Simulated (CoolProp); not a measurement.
R1336mzz(Z) along the isobar 14.2 MPa: density (kg/m³) from the reference equation and from simpler models built on Tc = 444.5 K, pc = 2.904 MPa, ω = 0.386; each cubic takes its own stable root.

Computed with CoolProp (reference Helmholtz-energy equation of state, McLinden 2020).

| T (K) | phase | reference |
|---|---|---|
| 209 | liquid | 1598 |
| 231.3 | liquid | 1550 |
| 253.7 | liquid | 1503 |
| 276.1 | liquid | 1455 |
| 298.5 | liquid | 1405 |
| 320.9 | liquid | 1355 |
| 343.3 | liquid | 1304 |
| 365.7 | liquid | 1250 |
| 388.1 | liquid | 1195 |
| 410.4 | liquid | 1137 |
| 432.8 | liquid | 1077 |
| 455.2 | supercritical | 1012 |
| 477.6 | supercritical | 945.2 |
| 500 | supercritical | 875.3 |

How far does each simpler model (van der Waals, Redlich-Kwong, Soave-Redlich-Kwong, Peng-Robinson) lie from the reference over these 14 states: mean and median of the absolute difference, and the worst?


- van der Waals: mean 36.9 %, median 38.3 %, worst -43.8 % at 209 K and 14.2 MPa
- Redlich-Kwong: mean 14.9 %, median 15.5 %, worst -18.3 % at 209 K and 14.2 MPa
- Soave-Redlich-Kwong: mean 13.6 %, median 13.3 %, worst -16.4 % at 209 K and 14.2 MPa
- Peng-Robinson: mean 3.5 %, median 3.2 %, worst -6.3 % at 209 K and 14.2 MPa
